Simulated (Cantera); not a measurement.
Cantera run:

```python
import numpy as np
import cantera as ct

gas_names = """
    AL ALH ALN AL2 H H2 N NH NH2 NH3 N2 N2H2 N2H4
""".split()
cond_names = """
    AL(cr) AL(L) ALN(s)
""".split()


# ... load() reads the species with a 1 bar reference pressure and builds the phases ...
atoms = {
    'AlN': {'AL': 1, 'N': 1},
    'H2': {'H': 2},
}
top_T = {'ALN(s)': 2750}  # K; cautious upper limits of use, not melting points


# ... equilibrate(T, P, feed) seeds the gas with the atoms and calls Mixture.equilibrate('TP', solver="vcs", rtol=1e-11, max_steps=5000) ...
results = []
T = 2050  # K
P = 26000  # Pa
for m in [58, 110, 170, 220, 280, 330, 390, 440]:
    feed = {'AlN': 1, 'H2': m}  # mol
    mix = equilibrate(T, P, feed)
    results.append((T, P, feed, dict(zip(mix.species_names, mix.species_moles))))

top = {s: max(r[3][s] / sum(r[3][g] for g in gas_names) for r in results) for s in gas_names}
cols = sorted((s for s in top if top[s] > 0.001), key=lambda s: -top[s])[:9]
seen = [c for c in cond_names if any(r[3].get(c, 0) > 1e-12 for r in results)]
print("log10 of partial pressures in bar; condensed amounts in mol")
print(f"{'n(H2)':>10s}" + "".join(f"{s[:9]:>10s}" for s in cols + seen))
for T, P, feed, n in results:
    ng = sum(n[g] for g in gas_names)
    print(f"{feed['H2']:10.4g}" + "".join(f"{np.log10(max(n[s] / ng * P / 1e5, 1e-99)):10.3f}" for s in cols)
          + "".join(f"{n.get(c, 0):10.4g}" for c in seen))
```

Output:

```
log10 of partial pressures in bar; condensed amounts in mol
     n(H2)        H2        AL         H        N2    ALN(s)
        58    -0.592    -2.775    -2.940    -3.023    0.5717
       110    -0.592    -2.775    -2.940    -3.023    0.1878
       170    -0.591    -2.872    -2.940    -3.121         0
       220    -0.590    -2.984    -2.939    -3.232         0
       280    -0.589    -3.088    -2.939    -3.336         0
       330    -0.589    -3.159    -2.939    -3.407         0
       390    -0.589    -3.231    -2.939    -3.480         0
       440    -0.588    -3.283    -2.938    -3.532         0
```

Cantera equilibrium calculation (NASA polynomials, part measured and part estimated; ideal gas, pure solids and liquids).
